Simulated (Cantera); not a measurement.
## Adiabatic ignition

An adiabatic, constant-volume homogeneous reactor starts with 16.6 % CH4, 17.5 % O2, 65.9 % N2, at 1025 K and 1.97 atm.

Cantera simulation using GRI-Mech 3.0 (53 species, 325 reactions); the numbers are that mechanism's predictions, not measurements.

```
t (s)     T (K)  P (bar)     x CH4     x O2      x CO       x O    x NO2      x NO
--------  -----  -------  --------  -------  --------  --------  -------  --------
6.00e-6    1025     2.00     0.166    0.175    <1e-12    <1e-12   <1e-12    <1e-12
1.91e-5    1025     2.00     0.166    0.175    <1e-12    <1e-12   <1e-12    <1e-12
6.06e-5    1025     2.00     0.166    0.175    <1e-12    <1e-12   <1e-12    <1e-12
0.000192   1025     2.00     0.166    0.175    <1e-12    <1e-12   <1e-12    <1e-12
0.000612   1025     2.00     0.166    0.175  1.43e-12  1.07e-12   <1e-12    <1e-12
0.00194    1025     2.00     0.166    0.175  6.09e-11  4.67e-12   <1e-12    <1e-12
0.00617    1025     2.00     0.166    0.175   3.83e-9  1.95e-11   <1e-12    <1e-12
0.0196     1025     2.00     0.166    0.175   1.27e-7  2.65e-11   <1e-12    <1e-12
0.0623     1025     2.00     0.166    0.175   2.10e-6  3.76e-11   <1e-12    <1e-12
0.198      1027     2.00     0.166    0.174   4.31e-5  1.08e-10   <1e-12    <1e-12
0.629      2506     5.68  2.83e-10  5.94e-6     0.124   1.54e-5  1.18e-9  0.000105
2.00       2506     5.68  2.83e-10  5.94e-6     0.124   1.54e-5  1.18e-9  0.000105
```
x: mole fraction; the columns are a selection and need not sum to one.

```
Property                                                               Value
---------------------------------  -----------------------------------------
time of steepest temperature rise                                    0.475 s
temperature at 2.00 s                                                 2506 K
equilibrium temperature                                               2506 K
x(CH4) at 2.00 s                   2.83e-10 (gas-phase equilibrium 3.19e-10)
x(O2) at 2.00 s                      5.94e-6 (gas-phase equilibrium 5.94e-6)
x(CO) at 2.00 s                          0.124 (gas-phase equilibrium 0.124)
```
